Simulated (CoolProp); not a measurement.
Vapour-liquid equilibrium of R152A (1) + isobutane (2) at 221.8 K; x and y are mole fractions of (1).

Values from CoolProp's multi-fluid Helmholtz-energy mixture model, Outcalt 1996 and Bücker 2006; pair parameters Bell 2016.

```json
[
 {"x": "0.05", "bubble pressure, mixture model (bar)": "[?]", "bubble pressure, Raoult's law (bar)": "0.1605", "y, mixture model": "[?]", "y, Raoult's law": "0.079"},
 {"x": "0.2", "bubble pressure, mixture model (bar)": "[?]", "bubble pressure, Raoult's law (bar)": "0.1752", "y, mixture model": "0.544", "y, Raoult's law": "0.290"},
 {"x": "0.35", "bubble pressure, mixture model (bar)": "0.3216", "bubble pressure, Raoult's law (bar)": "0.1899", "y, mixture model": "[?]", "y, Raoult's law": "0.468"},
 {"x": "0.5", "bubble pressure, mixture model (bar)": "0.3292", "bubble pressure, Raoult's law (bar)": "0.2047", "y, mixture model": "0.642", "y, Raoult's law": "0.620"},
 {"x": "0.65", "bubble pressure, mixture model (bar)": "[?]", "bubble pressure, Raoult's law (bar)": "0.2194", "y, mixture model": "0.654", "y, Raoult's law": "0.752"},
 {"x": "0.8", "bubble pressure, mixture model (bar)": "0.3271", "bubble pressure, Raoult's law (bar)": "0.2341", "y, mixture model": "0.684", "y, Raoult's law": "0.867"},
 {"x": "0.95", "bubble pressure, mixture model (bar)": "[?]", "bubble pressure, Raoult's law (bar)": "0.2488", "y, mixture model": "0.836", "y, Raoult's law": "0.969"}
]
```

**Question.** What belongs in the gaps?

**Answer.** 
- 0.05, bubble pressure, mixture model (bar): 0.2061
- 0.05, y, mixture model: 0.278
- 0.2, bubble pressure, mixture model (bar): 0.2917
- 0.35, y, mixture model: 0.617
- 0.65, bubble pressure, mixture model (bar): 0.3305
- 0.95, bubble pressure, mixture model (bar): 0.2910

The largest gap from Raoult's law is +69.4 % in bubble pressure, at x = 0.35. y crosses x between x = 0.65 and 0.8: the model has an azeotrope there.

The pair parameters rest on a limited set of measurements; away from them the model extrapolates. With so large a gap from Raoult's law the liquid may split in two, which this calculation doesn't test in full.
